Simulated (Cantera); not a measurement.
Input: 1 mol Fe2O3, 1.1 mol CH4, 0.6 mol N2, 6.8 mol CO, at 13.3 mbar.

These are equilibrium values from Cantera (NASA tables, ideal gas, pure condensed phases), not measurements of a reactor. Candidate condensed phases: C, C6H6, C7H8, C8H18, Fe, Fe(CO)5, FeO, Fe(OH)2, Fe(OH)3, Fe2O3, Fe3O4, H2O; 140 gas species. Each liquid is taken as pure. Mutual solubility and eutectic melting of coexisting phases are not modelled. The tables' stoichiometric FeO is somewhat more stable than real wüstite, so its field is too wide. FeO: taken at fixed stoichiometry. Rates play no part.

Q: Which condensed phases are stable at each of these points (T (°C)): 877, 952, 1027, 1102, 1177, 1252, 1327, 1402, 1477, 1552, 1627, 1702?

A: 
```json
[
 {"T (°C)": "877", "condensed phases": "Fe(α) + FeO(s)", "Fe condensed (%)": "100.0"},
 {"T (°C)": "952", "condensed phases": "Fe(γ) + FeO(s)", "Fe condensed (%)": "100.0"},
 {"T (°C)": "1027", "condensed phases": "Fe(γ) + FeO(s)", "Fe condensed (%)": "100.0"},
 {"T (°C)": "1102", "condensed phases": "Fe(γ) + FeO(s)", "Fe condensed (%)": "100.0"},
 {"T (°C)": "1177", "condensed phases": "Fe(γ) + FeO(s)", "Fe condensed (%)": "100.0"},
 {"T (°C)": "1252", "condensed phases": "Fe(γ) + FeO(s)", "Fe condensed (%)": "100.0"},
 {"T (°C)": "1327", "condensed phases": "Fe(γ) + FeO(s)", "Fe condensed (%)": "100.0"},
 {"T (°C)": "1402", "condensed phases": "Fe(δ) + FeO(l)", "Fe condensed (%)": "99.8"},
 {"T (°C)": "1477", "condensed phases": "Fe(δ) + FeO(l)", "Fe condensed (%)": "99.4"},
 {"T (°C)": "1552", "condensed phases": "Fe(l) + FeO(l)", "Fe condensed (%)": "98.3"},
 {"T (°C)": "1627", "condensed phases": "Fe(l) + FeO(l)", "Fe condensed (%)": "95.4"},
 {"T (°C)": "1702", "condensed phases": "Fe(l) + FeO(l)", "Fe condensed (%)": "88.6"}
]
```

At 877 °C the condensed part is Fe(α) + FeO(s). From 952 °C to 1327 °C the condensed part is Fe(γ) + FeO(s). From 1402 °C to 1477 °C the condensed part is Fe(δ) + FeO(l). From 1552 °C to 1702 °C the condensed part is Fe(l) + FeO(l).
